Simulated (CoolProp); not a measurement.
Model: reference Helmholtz-energy equation of state, Lemmon 2006, in CoolProp. It is a short technical equation, of lower accuracy than the large ones.

Task: For toluene, give the phase and the density (kg/m³), expansivity (1/kK), viscosity (µPa s), conductivity (mW/(m K)) at 294.9 K and 9.57 bar.

Result: 
- 294.9 K and 9.57 bar: liquid; density 866, expansivity 1.07, viscosity 579, conductivity 132

Viscosity comes from a separate model (Avgeri 2015). Thermal conductivity comes from a separate model (Assael 2012).
